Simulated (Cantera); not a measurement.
A closed system holds: 1 mol C3H8, 0.056 mol O2, 36 mol H2, held at 1325 K.

Method: chemical equilibrium by Gibbs-energy minimisation in Cantera with the NASA 1993 tables (ideal gas, pure condensed phases). Candidate condensed phases: C, C6H6, C7H8, C8H18, H2O; 110 gas species. The ideal-gas law is rough above about 30 bar. The numbers say what is thermodynamically allowed, not how fast it happens.

What share of the C ends up in condensed phases as a function of P (Pa), at 10, 72, 520, 3700, 27000, 190000, 1400000, 10000000?


```
P (Pa)    C condensed (%)           as
--------  ---------------  -----------
10                   96.3  C(graphite)
72                   96.3  C(graphite)
520                  96.2  C(graphite)
3700                 95.9  C(graphite)
27000                93.9  C(graphite)
190000               80.0  C(graphite)
1400000               0.0            -
10000000              0.0            -
```
